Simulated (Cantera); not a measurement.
An adiabatic, constant-volume homogeneous reactor starts with 6.12 % CH₄, 19.8 % O₂, 74.1 % N₂, at 1425 K and 0.880 bar.

Cantera simulation using GRI-Mech 3.0 (53 species, 325 reactions); the numbers are that mechanism's predictions, not measurements.

Question: Predict: time of steepest temperature rise; temperature at 0.500 s; equilibrium temperature; x(O₂) at 0.500 s; x(H₂O) at 0.500 s; x(H₂) at 0.500 s.

Answer: 
```
Item                                                                Result
---------------------------------  ---------------------------------------
time of steepest temperature rise                                  2.23 ms
temperature at 0.500 s                                              2663 K
equilibrium temperature                                             2663 K
x(O₂) at 0.500 s                     0.0673 (gas-phase equilibrium 0.0673)
x(H₂O) at 0.500 s                      0.107 (gas-phase equilibrium 0.107)
x(H₂) at 0.500 s                   0.00402 (gas-phase equilibrium 0.00402)
```
